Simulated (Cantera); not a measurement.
Feed: 1 mol SiO2, 0.39 mol MgO, 14 mol H2, held at 2375 K and 13.3 mbar.

Method: chemical equilibrium by Gibbs-energy minimisation in Cantera with the NASA 1993 tables (ideal gas, pure condensed phases). Candidate condensed phases: H2O, Mg, MgO, Mg(OH)2, MgSiO3, Mg2SiO4, Si, SiO2; 24 gas species. The tables' values for MgH, SiO2 are old estimates; treat these amounts as uncertain. The numbers say what is thermodynamically allowed, not how fast it happens.

Base state: H2 0.725, H 0.104, H2O 0.0830, SiO 0.0615, Mg 0.0238, OH 0.00212, O 0.000205, MgOH 9.78e-5 (mole fractions); condensed: gas only.

**Question.** What changes in the equilibrium state with this change: MgO from 0.39 to 0.19 mol?

**Answer.** 
```tsv
species	before	after
H2	0.725	0.746
H	0.104	0.106
H2O	0.0830	0.0720
Mg	0.0238	0.0118
SiO	0.0615	0.0623
MgO	2.04e-5	8.49e-6
MgOH	9.78e-5	4.13e-5
MgH	4.42e-5	2.21e-5
O	0.000205	0.000172
SiO2	4.22e-5	3.60e-5
```
The tables' values for SiO2, MgH are old estimates; treat these amounts as uncertain.

**Question.** What changes in the equilibrium state with this change: temperature from 2375 K to 775 K?

**Answer.** 
```json
[
 {"species": "H2", "before": "0.725", "after": "1.00"},
 {"species": "H", "before": "0.104", "after": "<1e-9"},
 {"species": "H2O", "before": "0.0830", "after": "<1e-9"},
 {"species": "SiO", "before": "0.0615", "after": "<1e-9"},
 {"species": "Mg", "before": "0.0238", "after": "<1e-9"},
 {"species": "OH", "before": "0.00212", "after": "<1e-9"},
 {"species": "O", "before": "0.000205", "after": "<1e-9"},
 {"species": "MgSiO3(s), mol", "before": "0", "after": "0.390"},
 {"species": "SiO2(α-quartz), mol", "before": "0", "after": "0.610"}
]
```
Condensed phases not in the tables: alloys, solid solutions and most ternary compounds.
